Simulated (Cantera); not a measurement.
A closed system holds: 1 mol Si3N4, 2.6 mol H2, 0.21 mol C, equilibrated at 1550 K and 13.3 mbar.

These are equilibrium values from Cantera (NASA tables, ideal gas, pure condensed phases), not measurements of a reactor. Candidate condensed phases: C, C6H6, C7H8, C8H18, Si, SiC, Si3N4; 105 gas species. Mutual solubility and eutectic melting of coexisting phases are not modelled. Equilibrium is a limit: real reactors are often held back by kinetics, nucleation or transport.

Base state: H2 0.949, N2 0.0511, H 0.000266 (mole fractions); condensed: SiC(s) + Si3N4(s).

Problem. What changes in the equilibrium state with this change: C from 0.21 to 0.083 mol?

Solution. 
| species | before | after |
|---|---|---|
| H2 | 0.949 | 0.979 |
| N2 | 0.0511 | 0.0208 |
| H | 0.000266 | 0.000270 |
| SiC(s), mol | 0.210 | 0.0830 |
| Si3N4(s), mol | 0.930 | 0.972 |
